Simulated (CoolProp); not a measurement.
Vapour-liquid equilibrium of dimethyl carbonate (1) + n-octane (2) at 52.1 kPa; x and y are mole fractions of (1).

Values from CoolProp's multi-fluid Helmholtz-energy mixture model, Zhou 2011 and Beckmüller 2019; pair parameters Bell 2016.

Question: Give the bubble temperature and the first vapour's composition at x = 0.05, 0.35, 0.65. Is there an azeotrope?

Answer: x = 0.05: 365.8 K, y = 0.323; x = 0.35: 345.3 K, y = 0.742; x = 0.65: 342.9 K, y = 0.796. y crosses x between x = 0.8 and 0.95: the model has an azeotrope there.

Pair parameters are fitted to limited data, so mixtures are less certain than the pure fluids.
